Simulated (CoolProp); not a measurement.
Vapour pressure (MPa) of nitrous oxide: the reference equation beside estimates from Tc = 309.5 K, pc = 7.245 MPa, ω = 0.161.

The numbers come from the reference Helmholtz-energy equation of state, Lemmon 2006 in CoolProp. It is a short technical equation, of lower accuracy than the large ones.

```
T (K)  reference  Lee-Kesler  van der Waals  Soave-Redlich-Kwong
-----  ---------  ----------  -------------  -------------------
190.8     0.1441      0.1438         0.7343               0.1442
195.4     0.1847      0.1845         0.8389               0.1848
200       0.2337      0.2336         0.9531               0.2337
204.5     0.2907      0.2908          1.074               0.2908
209.1     0.3595      0.3599          1.208               0.3598
213.7     0.4400      0.4408          1.353               0.4406
218.2     0.5313      0.5325          1.505               0.5323
222.8     0.6387      0.6403          1.672               0.6404
227.4     0.7615      0.7635          1.850               0.7642
```

Absolute difference from the reference over all 9 rows, mean and median: Lee-Kesler 0.2 and 0.2 %, van der Waals 252.5 and 236.0 %, Soave-Redlich-Kwong 0.1 and 0.1 %.
